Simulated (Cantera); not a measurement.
A closed system holds: 1 mol C6H6, 0.6 mol H2O, 68 mol H2, 0.01 mol O2, at 1275 °C and 12.0 Pa.

Cantera equilibrium calculation (NASA polynomials, part measured and part estimated; ideal gas, pure solids and liquids). Candidate condensed phases: C, C6H6, C7H8, C8H18, H2O; 110 gas species. Kinetics and transport are ignored.

Base state: H2 0.989, CO 0.00857, H 0.00279, C2H2 (acetylene) 1.55e-5 (mole fractions); condensed: C(graphite).

### Question
What changes in the equilibrium state with this change: pressure from 12.0 Pa to 42.0 Pa?

### Answer
```
species            before    after
----------------  -------  -------
H2                  0.989    0.990
CO                0.00857  0.00858
H                 0.00279  0.00149
C2H2 (acetylene)  1.55e-5  1.55e-5
C(graphite), mol     5.38     5.38
```
